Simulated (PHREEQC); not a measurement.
Consider water at 25 °C with 0.0019 mol CuSO4, 0.00032 mol HBF4 and 0.28 mol KCl per kg of water. Closed to the air; pH follows from the charge balance.

Model: ion-association model, phreeqc.dat, run in PHREEQC.

Each row changes one thing in this solution. Precipitation was switched off in this run.

```csv
case,pH,SO4-2 (mol/kgw),F- (mol/kgw),KSO4- (mol/kgw),HF (mol/kgw),HSO4- (mol/kgw),SI of Sylvite (KCl)
as made,3.21,0.00125,0.000792,0.000594,0.000461,2.59e-5,-2.33
temperature from 25 to 55 °C,3.29,0.00108,0.000686,0.000767,?,3.66e-5,-2.49
diluted 10-fold with water,4.00,0.000170,0.000114,1.76e-5,1.42e-5,1.02e-6,-4.15
diluted 100-fold with water,4.92,1.86e-5,?,2.90e-7,2.12e-7,1.82e-8,-6.06
0.024 mol/kgw NaNO3 added,3.21,?,0.000793,0.000570,0.000456,?,-2.34
CuSO4 replaced by CdSO4 at the same molality,3.21,0.00127,0.000796,0.000603,0.000463,2.63e-5,-2.34
diluted 5-fold with water,3.75,0.000318,0.000211,5.43e-5,4.43e-5,2.98e-6,-3.59
```

Problem. Some entries are withheld; supply them.

Solution. 
- temperature from 25 to 55 °C, HF (mol/kgw): 0.000578
- diluted 100-fold with water, F- (mol/kgw): 1.26e-5
- 0.024 mol/kgw NaNO3 added, SO4-2 (mol/kgw): 0.00124
- 0.024 mol/kgw NaNO3 added, HSO4- (mol/kgw): 2.51e-5

Constants without temperature data keep their 25 °C values here. Real BF4- forms and hydrolyses slowly; the run takes it at equilibrium.
